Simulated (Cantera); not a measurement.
Charge: 1 mol V2O3, 720 mol H2, equilibrated at 1150 K and 0.133 bar.

Method: chemical equilibrium by Gibbs-energy minimisation in Cantera with the NASA 1993 tables (ideal gas, pure condensed phases). Candidate condensed phases: H2O, V, VO, V2O3, V2O4, V2O5; 12 gas species. Mutual solubility and eutectic melting of coexisting phases are not modelled. VO: taken at fixed stoichiometry. Condensed phases not in the tables: the oxides between V2O3 and V2O5 other than VO2. Rates play no part.

Base state: H2 1.000, H2O 0.000285 (mole fractions); condensed: VO(s) + V2O3(s).

Task: What changes in the equilibrium state with this change: V2O3 replaced by Fe2O3?

Result: 
```tsv
species	before	after
H2	1.000	0.996
H2O	0.000285	0.00417
VO(s), mol	0.411	0
V2O3(s), mol	0.794	0
Fe(α), mol	0	2.00
```
Further candidate phases: Fe, FeO, Fe(OH)2, Fe(OH)3, Fe2O3, Fe3O4.
